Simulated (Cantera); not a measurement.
Input: 1 mol AlN, 0.19 mol Br2, 0.33 mol H2, at 727 °C and 1.00 bar.

Method: chemical equilibrium by Gibbs-energy minimisation in Cantera with the NASA 1993 tables (ideal gas, pure condensed phases). Candidate condensed phases: Al, AlBr3, AlN, Br2; 19 gas species. The numbers say what is thermodynamically allowed, not how fast it happens.

Base state: H2 0.552, AlBr3 0.185, HBr 0.167, N2 0.0941, Al2Br6 0.00138, NH3 7.32e-5 (mole fractions); condensed: AlN(s).

What changes in the equilibrium state with this change: Br2 from 0.19 to 0.031 mol?


```json
[
 {"species": "H2", "before": "0.552", "after": "0.872"},
 {"species": "HBr", "before": "0.167", "after": "0.0834"},
 {"species": "AlBr3", "before": "0.185", "after": "0.0294"},
 {"species": "N2", "before": "0.0941", "after": "0.0147"},
 {"species": "Al2Br6", "before": "0.00138", "after": "3.45e-5"},
 {"species": "NH3", "before": "7.32e-5", "after": "5.75e-5"},
 {"species": "AlN(s), mol", "before": "0.902", "after": "0.989"}
]
```
